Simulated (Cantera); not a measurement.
Input: 1 mol SiHCl3, a varied amount of N2, held at 750 K and 10000 Pa.

Method: chemical equilibrium by Gibbs-energy minimisation in Cantera with the NASA 1993 tables (ideal gas, pure condensed phases). Candidate condensed phases: NH4Cl, Si, Si3N4; 28 gas species. N2 is the only nitrogen source here; it is nearly inert below about 1500 K, so the nitride shown seldom forms there in practice. The numbers say what is thermodynamically allowed, not how fast it happens.

Problem. What share of the Si ends up in condensed phases as a function of n(N2) (mol), at 0.88, 1.8, 3.7, 7.5, 15, 32, 65?

Solution. 
```tsv
n(N2) (mol)	Si condensed (%)	as
0.88	37.5	Si3N4(s)
1.8	39.0	Si3N4(s)
3.7	40.5	Si3N4(s)
7.5	41.9	Si3N4(s)
15	43.2	Si3N4(s)
32	44.6	Si3N4(s)
65	45.7	Si3N4(s)
```
